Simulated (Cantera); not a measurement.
Feed: 1 mol Pb, 1.1 mol H2, 30 mol N2, equilibrated at 675 °C and 19000 Pa.

These are equilibrium values from Cantera (NASA tables, ideal gas, pure condensed phases), not measurements of a reactor. Candidate condensed phases: Pb; 11 gas species. Equilibrium is a limit: real reactors are often held back by kinetics, nucleation or transport.

Base state: N2 0.965, H2 0.0354, Pb 2.53e-5 (mole fractions); condensed: Pb(l).

### Question
What changes in the equilibrium state with this change: Pb replaced by Fe(CO)5?

### Answer
```
species            before     after
----------------  -------  --------
N2                  0.965     0.836
CO                      0     0.128
H2                 0.0354    0.0299
Pb                2.53e-5         0
CO2                     0   0.00542
H2O                     0  0.000701
CH4                     0   2.91e-5
Pb(l), mol          0.999         0
C(graphite), mol        0     0.219
Fe(α), mol              0      1.00
```
Condensed phases not in the tables: cementite and carbon dissolved in iron. Further candidate phases: C, C6H6, C7H8, C8H18, Fe, Fe(CO)5, FeO, Fe(OH)2, Fe(OH)3, Fe2O3, Fe3O4, H2O.

### Question
What changes in the equilibrium state with this change: temperature from 675 °C to 1227 °C?

### Answer
| species | before | after |
|---|---|---|
| N2 | 0.965 | 0.935 |
| H2 | 0.0354 | 0.0343 |
| Pb | 2.53e-5 | 0.0311 |
| Pb(l), mol | 0.999 | 0 |

### Question
What changes in the equilibrium state with this change: temperature from 675 °C to 1127 °C?

### Answer
```json
[
 {"species": "N2", "before": "0.965", "after": "0.935"},
 {"species": "H2", "before": "0.0354", "after": "0.0343"},
 {"species": "Pb", "before": "2.53e-5", "after": "0.0311"},
 {"species": "Pb(l), mol", "before": "0.999", "after": "0"}
]
```
